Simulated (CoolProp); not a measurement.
R407C along the isotherm 73.55 °C: Z from the reference equation and from simpler models built on Tc = 86.2 °C, pc = 4.632 MPa, ω = 0.363; each cubic takes its own stable root.

The numbers come from the reference Helmholtz-energy equation of state, Lemmon 2003 in CoolProp. It is a pseudo-pure fit of the blend.

```tsv
p (MPa)	phase	reference
0.891	gas	0.9147
1.78	gas	0.8169
5.34	liquid	0.1761
6.23	liquid	0.2006
7.13	liquid	0.2251
8.02	liquid	0.2491
8.91	liquid	0.2729
9.8	liquid	0.2964
10.7	liquid	0.3200
11.6	liquid	0.3434
```

Problem. How far does each simpler model (van der Waals, Redlich-Kwong, Peng-Robinson) lie from the reference over these 10 states: mean and median of the absolute difference, and the worst?

Solution. 
- van der Waals: mean 42.7 %, median 50.8 %, worst +58.5 % at 73.55 °C and 5.34 MPa
- Redlich-Kwong: mean 16.6 %, median 18.9 %, worst +25.4 % at 73.55 °C and 5.34 MPa
- Peng-Robinson: mean 4.0 %, median 4.2 %, worst +7.8 % at 73.55 °C and 5.34 MPa
